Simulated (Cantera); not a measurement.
**Carbon deposition, reforming and gasification: CH3OH + O2 + H2**

Feed: 1 mol CH3OH, 0.051 mol O2, 0.92 mol H2, equilibrated at 0.600 bar.

These are equilibrium values from Cantera (NASA tables, ideal gas, pure condensed phases), not measurements of a reactor. Candidate condensed phases: C, C6H6, C7H8, C8H18, H2O; 110 gas species. The numbers say what is thermodynamically allowed, not how fast it happens.

```
T (K)   x H2   x CO      x H   x H2O    x CO2      x OH       x O
-----  -----  -----  -------  ------  -------  --------  --------
2198   0.715  0.253  0.00608  0.0243  0.00163   2.87e-5   1.70e-7
2248   0.714  0.252  0.00801  0.0243  0.00158   4.09e-5   3.16e-7
2298   0.711  0.252   0.0104  0.0243  0.00154   5.72e-5   5.73e-7
2348   0.709  0.252   0.0134  0.0243  0.00150   7.90e-5   1.01e-6
2398   0.706  0.251   0.0171  0.0242  0.00146  0.000108   1.74e-6
2448   0.702  0.251   0.0215  0.0242  0.00143  0.000145   2.94e-6
2498   0.697  0.250   0.0269  0.0241  0.00140  0.000192   4.86e-6
2548   0.692  0.249   0.0332  0.0240  0.00136  0.000252   7.88e-6
2598   0.685  0.249   0.0407  0.0238  0.00134  0.000326   1.25e-5
2648   0.678  0.247   0.0494  0.0236  0.00131  0.000419   1.96e-5
2698   0.669  0.246   0.0595  0.0234  0.00128  0.000532   3.02e-5
2748   0.659  0.245   0.0712  0.0231  0.00125  0.000669   4.57e-5
2798   0.648  0.243   0.0844  0.0228  0.00123  0.000833   6.83e-5
2848   0.635  0.241   0.0994  0.0224  0.00120   0.00103  0.000100
```
x: gas mole fraction; nothing condenses.

From 2198 K to 2848 K nothing is condensed. The main C-bearing gas is CO throughout.
